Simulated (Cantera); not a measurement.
Dilute partial oxidation

A perfectly stirred reactor is fed with 0.851 % CH3OH, 0.208 % O2, 98.9 % N2, at 2.76 atm; it is held at 1500 K, and followed from long to short residence time.

Model: GRI-Mech 3.0 (53 species, 325 reactions), integrated in Cantera. GRI-Mech 3.0 was tuned for natural gas; its chemistry of methanol as a main component is partial and can be far from experiment.

```tsv
τ (s)	x CH3OH	x O2	x H2O	x CO2	x C2H2
12	8.80e-7	6.38e-6	0.00374	0.000792	7.28e-5
3.2	1.95e-6	1.36e-5	0.00362	0.000730	3.67e-5
0.89	2.66e-6	1.80e-5	0.00349	0.000679	1.42e-5
0.25	3.88e-6	2.58e-5	0.00347	0.000638	7.83e-6
0.068	7.61e-6	4.94e-5	0.00350	0.000562	7.14e-6
0.019	1.66e-5	0.000103	0.00352	0.000452	7.43e-6
0.0051	4.05e-5	0.000224	0.00343	0.000327	7.21e-6
0.0014	0.000116	0.000484	0.00304	0.000215	5.31e-6
```
x: mole fraction; the columns are a selection and need not sum to one.
